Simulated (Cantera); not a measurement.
A closed system holds: 1 mol FeCl₃, 15 mol H₂, at 2.80e-6 bar.

Cantera equilibrium calculation (NASA polynomials, part measured and part estimated; ideal gas, pure solids and liquids). Candidate condensed phases: Fe, FeCl₂, FeCl₃; 11 gas species. Equilibrium is a limit: real reactors are often held back by kinetics, nucleation or transport.

x: gas mole fraction; n: condensed amount in mol.

```
T (°C)   x H₂  x HCl        x Fe         x H     x FeCl₂        x Cl      x FeCl  n Fe(α)  n Fe(γ)
------  -----  -----  ----------  ----------  ----------  ----------  ----------  -------  -------
775     0.826  0.167     5.01e-8     4.19e-6     0.00740     7.75e-7    2.81e-10    0.878        0
825     0.827  0.164     4.16e-7     1.34e-5     0.00872     2.39e-6     1.58e-9    0.856        0
875     0.828  0.162     2.85e-6     3.90e-5      0.0101     6.70e-6     7.54e-9    0.834        0
925     0.829  0.159     1.66e-5    0.000103      0.0114     1.72e-5     3.15e-8        0    0.812
975     0.831  0.156     8.32e-5    0.000254      0.0127     4.10e-5     1.16e-7        0    0.790
1025    0.831  0.154  (withheld)  (withheld)  (withheld)  (withheld)  (withheld)        0    0.764
1075    0.831  0.151  (withheld)  (withheld)      0.0151  (withheld)  (withheld)        0    0.726
1125    0.828  0.148     0.00521     0.00257      0.0162    0.000378     3.28e-6        0    0.644
1175    0.817  0.143      0.0170     0.00498      0.0171    0.000711     8.46e-6        0    0.425
1225    0.791  0.141      0.0423     0.00913      0.0155     0.00131     1.72e-5        0        0
1275    0.772  0.152      0.0488      0.0162     0.00828     0.00254     1.80e-5        0        0
1325    0.755  0.157      0.0524      0.0276     0.00400     0.00454     1.70e-5        0        0
1375    0.735  0.156      0.0539      0.0456     0.00182     0.00759     1.49e-5        0        0
```

### Question
Complete the blanks.

### Answer

- 1025, x Fe: 0.000368
- 1025, x H: 0.000584
- 1025, x FeCl₂: 0.0139
- 1025, x Cl: 9.11e-5
- 1025, x FeCl: 3.88e-7
- 1075, x Fe: 0.00146
- 1075, x H: 0.00126
- 1075, x Cl: 0.000191
- 1075, x FeCl: 1.18e-6
